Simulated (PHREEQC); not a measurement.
Solution (23 °C): 0.0018 mol/kgw LiOH. Closed to the air; pH follows from the charge balance.

Computed with PHREEQC (ion-association model, phreeqc.dat).

```
Property                       Result
--------------------  ---------------
pH                              11.30
ionic strength        0.00180 mol/kgw
specific conductance        393 µS/cm
total alkalinity          1.80 meq/kg
```

| species | molality | activity | log γ |
|---|---|---|---|
| OH- | 0.00180 | 0.00172 | -0.021 |
| Li+ | 0.00180 | 0.00172 | -0.020 |

No solid was allowed to form.
